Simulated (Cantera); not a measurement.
**Ignition delay**

Mixture: 23.2 % H2, 16.1 % O2, 60.6 % N2, at 2.76 atm, adiabatic and at constant pressure. Ignition delay is the time to a rise of 400 K.

Detailed kinetics in Cantera: the H2/O2 subset of GRI-Mech 3.0, which has no nitrogen chemistry. The hydrogen kinetics of GRI-Mech 3.0 are dated; newer H2 mechanisms differ, most at raised pressure. Below about 950 K walls govern HO2 and H2O2 in real vessels. Where the delays flatten at high temperature, the 400 K rule measures the pace of heat release, not the induction time.

```
T0 (K)  delay (ms)
------  ----------
925            124
1000          10.5
1075         0.144
1150        0.0308
1225        0.0167
1300        0.0110
1375       0.00807
1450       0.00633
1525       0.00524
```
